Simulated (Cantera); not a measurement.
## SiC + N2 (sublimation and decomposition of ceramics)

Charge: 1 mol SiC, 7.1 mol N2, held at 1580 Torr.

Equilibrium computed with Cantera from the NASA thermochemical tables; the gas is ideal and each condensed phase is pure. Candidate condensed phases: C, Si, SiC, Si3N4; 32 gas species. Ions and electrons are included (thermal ionisation). The tables' values for SiN are old estimates; treat these amounts as uncertain. Equilibrium is a limit: real reactors are often held back by kinetics, nucleation or transport.

At 2000 K the condensed part is SiC(s). From 2500 K to 3000 K the condensed part is C(graphite) + SiC(s). From 3500 K to 5000 K nothing is condensed. The main Si-bearing gas is Si throughout.

| T (K) | x N2 | x Si | x CN | x C | x SiC2 | x N | x Si2C | n SiC(s) | n C(graphite) |
|---|---|---|---|---|---|---|---|---|---|
| 2000 | 1.000 | 1.55e-6 | 2.86e-7 | 1.07e-11 | 3.46e-8 | 6.23e-10 | 4.24e-8 | 1.000 | 0 |
| 2500 | 0.999 | 0.000542 | 7.11e-5 | 7.93e-8 | 0.000140 | 2.02e-7 | 7.75e-5 | 0.993 | 0.00263 |
| 3000 | 0.920 | 0.0322 | 0.00216 | 2.41e-5 | 0.0271 | 9.22e-6 | 0.0131 | 0.290 | 0.157 |
| 3500 | 0.861 | 0.0654 | 0.0146 | 0.000845 | 0.0444 | 0.000142 | 0.00366 | 0 | 0 |
| 4000 | 0.823 | 0.0922 | 0.0383 | 0.00758 | 0.0207 | 0.00111 | 0.000602 | 0 | 0 |
| 4500 | 0.788 | 0.106 | 0.0540 | 0.0277 | 0.00447 | 0.00551 | 7.72e-5 | 0 | 0 |
| 5000 | 0.762 | 0.108 | 0.0481 | 0.0523 | 0.000539 | 0.0200 | 8.30e-6 | 0 | 0 |
x: gas mole fraction; n: condensed amount in mol.
